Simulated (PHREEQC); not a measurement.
PHREEQC input (ion-association model, wateq4f.dat):

```
SOLUTION_MASTER_SPECIES
  An  An-  0  An  62.0  # stands for a non-complexing anion
SOLUTION_SPECIES
  An- = An-
    -log_k 0
    -gamma 3.0 0
PHASES
  Fix_H+
    H+ = H+
    -log_k 0
SOLUTION 1
  temp 25
  units mmol/kgw
  pH 7 charge
  Se(6) 0.007
  Na 300.034
  As(5) 0.01
  An 300
END
SELECTED_OUTPUT 1
  -reset false
  -pH true
  -pe true
  -ionic_strength true
  -water true
  -totals As Na Se As(3) As(5) Se(-2) Se(4) Se(6)
  -molalities Hfo_wOH Hfo_wOH2+ Hfo_wO- Hfo_sOH Hfo_sOH2+ Hfo_sO- Hfo_wH2AsO4 Hfo_wHAsO4- Hfo_wOHAsO4-3 Hfo_wSeO4-
    Hfo_wOHSeO4-2
USER_PUNCH 1
  -headings sigma psi
  10 PUNCH EDL("sigma", "Hfo"), EDL("psi", "Hfo")
PRINT
  -reset false
USE solution 1
SURFACE 1
  Hfo_wOH 0.000168539 600 0.075
  Hfo_sOH 4.21348e-06
EQUILIBRIUM_PHASES 1
  Fix_H+ -4 HAn 10
    -force_equality true
  O2(g) -0.68 10
END
# ... the last block is repeated for the other 16 points of pH, with NaOH or the acid as the point needs
```

Selected output (columns that matter, 17 of 17 rows; pH added in front):

```
pH	mu	As	Na	Se	m_Hfo_wOH	m_Hfo_wOH2+	m_Hfo_wO-	m_Hfo_sOH	m_Hfo_sOH2+	m_Hfo_sO-	m_Hfo_wH2AsO4	m_Hfo_wHAsO4-	sigma	psi
4	0.30024	2.9981e-09	0.30003	3.3016e-06	6.9948e-06	0.00014784	7.5815e-09	1.9034e-07	4.0229e-06	2.063e-10	4.622e-06	5.368e-06	0.30537	0.11624
4.5	0.30014	2.0101e-09	0.30003	3.7802e-06	1.7292e-05	0.00013798	4.9645e-08	4.6909e-07	3.743e-06	1.3467e-09	2.4359e-06	7.4935e-06	0.27884	0.11169
5	0.30011	1.5275e-09	0.30003	4.6097e-06	3.5115e-05	0.0001208	2.3383e-07	9.4752e-07	3.2597e-06	6.3096e-09	1.1781e-06	8.4064e-06	0.23766	0.10373
5.5	0.30009	1.465e-09	0.30003	5.6837e-06	5.7115e-05	9.9357e-05	7.5213e-07	1.5306e-06	2.6627e-06	2.0157e-08	5.6083e-07	7.9136e-06	0.18591	0.091665
6	0.30007	1.7771e-09	0.30003	6.5166e-06	7.722e-05	7.9111e-05	1.7267e-06	2.0585e-06	2.1089e-06	4.6031e-08	2.6128e-07	6.2605e-06	0.13282	0.07569
6.5	0.30006	2.8687e-09	0.30003	6.8757e-06	9.2476e-05	6.2823e-05	3.1185e-06	2.4596e-06	1.6709e-06	8.2944e-08	1.2078e-07	4.3644e-06	0.08614	0.056666
7	0.30005	6.7698e-09	0.30003	6.9743e-06	0.00010336	5.0289e-05	4.867e-06	2.7474e-06	1.3367e-06	1.2937e-07	5.6882e-08	2.8699e-06	0.048275	0.035665
7.5	0.30005	2.2564e-08	0.30003	6.9952e-06	0.00011118	4.0356e-05	7.0174e-06	2.9546e-06	1.0724e-06	1.8648e-07	2.7126e-08	1.8345e-06	0.017227	0.013614
8	0.30004	8.7197e-08	0.30003	6.9991e-06	0.00011698	3.1774e-05	9.8669e-06	3.1074e-06	8.44e-07	2.6209e-07	1.2308e-08	1.1124e-06	-0.010699	-0.0085152
8.5	0.30004	3.1162e-07	0.30004	6.9998e-06	0.00012103	2.3606e-05	1.4216e-05	3.2103e-06	6.2614e-07	3.7706e-07	4.7143e-09	5.9332e-07	-0.039081	-0.029586
9	0.30006	8.774e-07	0.30006	7e-06	0.00012203	1.5799e-05	2.1591e-05	3.2252e-06	4.1758e-07	5.7066e-07	1.345e-09	2.5501e-07	-0.07033	-0.048637
9.5	0.3001	1.9099e-06	0.30011	7e-06	0.00011721	9.2622e-06	3.3978e-05	3.078e-06	2.4323e-07	8.9229e-07	2.7608e-10	8.5759e-08	-0.10606	-0.06553
10	0.30021	3.4743e-06	0.30024	7e-06	0.00010436	4.7123e-06	5.2943e-05	2.714e-06	1.2255e-07	1.3769e-06	4.185e-11	2.275e-08	-0.14799	-0.080731
10.5	0.30055	5.572e-06	0.30058	7e-06	8.3475e-05	2.0308e-06	7.8605e-05	2.1432e-06	5.2139e-08	2.0182e-06	4.4518e-12	4.4919e-09	-0.19688	-0.094419
11	0.30158	7.7936e-06	0.30162	7e-06	5.7473e-05	6.9961e-07	0.00010816	1.4559e-06	1.7722e-08	2.7399e-06	2.7812e-13	5.6083e-10	-0.25046	-0.10621
11.5	0.3048	9.2368e-06	0.30484	7e-06	3.2345e-05	1.772e-07	0.00013525	8.123e-07	4.4502e-09	3.3967e-06	8.7721e-15	3.9305e-11	-0.30183	-0.11527
12	0.31494	9.7708e-06	0.31498	7e-06	1.4244e-05	3.0176e-08	0.00015404	3.5659e-07	7.5542e-10	3.8561e-06	1.5234e-16	1.7652e-12	-0.33997	-0.12044
```
